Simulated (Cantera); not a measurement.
Charge: 1 mol C₂H₅OH, 12 mol H₂, equilibrated at 2500 K and 0.100 bar.

Cantera equilibrium calculation (NASA polynomials, part measured and part estimated; ideal gas, pure solids and liquids). Candidate condensed phases: C, C₆H₆, C₇H₈, C₈H₁₈, H₂O; 110 gas species. Equilibrium is a limit: real reactors are often held back by kinetics, nucleation or transport.

### Question
What is the equilibrium state?

### Answer
- x(H₂): 0.857
- x(H): 0.0736
- x(CO): 0.0602
- x(C₂H₂ (acetylene)): 0.00927
- x(C₂H): 5.72e-5
- x(C₄H₂): 4.14e-5
- x(CH₃): 1.70e-5
- x(CH₄): 1.10e-5
- x(C₂H₂ (vinylidene)): 7.22e-6
- n(C(graphite)): 0.686 mol
- gas amount: 16.61 mol
